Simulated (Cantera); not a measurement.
Feed: 1 mol B, 14 mol H2O, equilibrated at 2148.15 K and 0.000560 bar.

Method: chemical equilibrium by Gibbs-energy minimisation in Cantera with the NASA 1993 tables (ideal gas, pure condensed phases). Candidate condensed phases: B, B2O3, B3O3H3, H2O; 23 gas species. Kinetics and transport are ignored.

Base state: H2O 0.651, H2 0.144, H 0.0668, HBO2 0.0565, OH 0.0390, O2 0.0246, O 0.0128, BO2 0.00407 (mole fractions); condensed: gas only.

Q: What changes in the equilibrium state with this change: temperature from 2148.15 K to 1125 K?

A: 
| species | before | after |
|---|---|---|
| H2O | 0.651 | 0.883 |
| H2 | 0.144 | 0.107 |
| HBO2 | 0.0565 | 0.0105 |
| H | 0.0668 | 6.13e-7 |
| O2 | 0.0246 | <1e-9 |
| O | 0.0128 | <1e-9 |
| OH | 0.0390 | 2.64e-8 |
| BO2 | 0.00407 | <1e-9 |
| BO | 0.000659 | <1e-9 |
| (HBO2)3 | <1e-9 | 0.000308 |
| HBO | 0.000112 | 3.07e-8 |
| B2O3 | 0.000636 | 1.19e-6 |
| B2O3(l), mol | 0 | 0.419 |
Gases not in the tables: H3BO3.

Q: What changes in the equilibrium state with this change: pressure from 0.000560 bar to 0.0750 bar?

A: 
```tsv
species	before	after
H2O	0.651	0.817
H2	0.144	0.104
HBO2	0.0565	0.0665
H	0.0668	0.00492
O	0.0128	0.000165
O2	0.0246	0.000549
OH	0.0390	0.00496
BO	0.000659	4.56e-5
BO2	0.00407	0.000487
```
